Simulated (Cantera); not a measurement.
Input: 1 mol SiHCl3, 0.14 mol NH3, 87 mol N2, held at 823 K and 20000 Pa.

Equilibrium computed with Cantera from the NASA thermochemical tables; the gas is ideal and each condensed phase is pure. Candidate condensed phases: NH4Cl, Si, Si3N4; 28 gas species. The numbers say what is thermodynamically allowed, not how fast it happens.

Base state: N2 0.980, HCl 0.0130, SiCl4 0.00523, H2 0.00153 (mole fractions); condensed: Si3N4(s).

Q: What changes in the equilibrium state with this change: temperature from 823 K to 2000 K?

A: 
| species | before | after |
|---|---|---|
| N2 | 0.980 | 0.975 |
| SiCl2 | <1e-9 | 0.0109 |
| HCl | 0.0130 | 0.0105 |
| SiCl4 | 0.00523 | 5.61e-6 |
| Cl | <1e-9 | 0.000558 |
| H | <1e-9 | 0.000185 |
| SiCl | <1e-9 | 6.37e-5 |
| Si | <1e-9 | 2.32e-5 |
| Si3N4(s), mol | 0.179 | 0 |
The tables' values for SiCl3, SiCl are old estimates; treat these amounts as uncertain.

Q: What changes in the equilibrium state with this change: temperature from 823 K to 1573.15 K?

A: 
| species | before | after |
|---|---|---|
| N2 | 0.980 | 0.977 |
| HCl | 0.0130 | 0.0137 |
| SiCl2 | <1e-9 | 0.00536 |
| SiCl4 | 0.00523 | 0.00116 |
| SiCl3 | 4.63e-8 | 0.00154 |
| Cl | <1e-9 | 2.92e-5 |
| Si3N4(s), mol | 0.179 | 0.0938 |
The tables' values for SiCl3 are old estimates; treat these amounts as uncertain.
